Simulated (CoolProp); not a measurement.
Properties of octamethyltrisiloxane (MDM) at several states.

Computed with CoolProp (reference Helmholtz-energy equation of state, Thol 2017).

```json
[
 {"T (K)": "420.7", "p (kPa)": "213", "phase": "liquid", "Z": "0.02112", "cp (kJ/(kg K))": "2.097", "cv (kJ/(kg K))": "1.776", "speed of sound (m/s)": "521.3", "Joule-Thomson coefficient (K/MPa)": "-0.1630"},
 {"T (K)": "562.4", "p (kPa)": "2670", "phase": "liquid", "Z": "0.2839", "cp (kJ/(kg K))": "2.553", "cv (kJ/(kg K))": "2.110", "speed of sound (m/s)": "191.7", "Joule-Thomson coefficient (K/MPa)": "1.536"},
 {"T (K)": "298", "p (kPa)": "153", "phase": "liquid", "Z": "0.01791", "cp (kJ/(kg K))": "1.783", "cv (kJ/(kg K))": "1.470", "speed of sound (m/s)": "918.0", "Joule-Thomson coefficient (K/MPa)": "-0.4362"},
 {"T (K)": "430.4", "p (kPa)": "1890", "phase": "liquid", "Z": "0.1844", "cp (kJ/(kg K))": "2.111", "cv (kJ/(kg K))": "1.800", "speed of sound (m/s)": "521.3", "Joule-Thomson coefficient (K/MPa)": "-0.1677"},
 {"T (K)": "498.5", "p (kPa)": "2940", "phase": "liquid", "Z": "0.2819", "cp (kJ/(kg K))": "2.285", "cv (kJ/(kg K))": "1.963", "speed of sound (m/s)": "360.5", "Joule-Thomson coefficient (K/MPa)": "0.1464"},
 {"T (K)": "379", "p (kPa)": "410", "phase": "liquid", "Z": "0.04208", "cp (kJ/(kg K))": "1.984", "cv (kJ/(kg K))": "1.669", "speed of sound (m/s)": "654.2", "Joule-Thomson coefficient (K/MPa)": "-0.2927"}
]
```
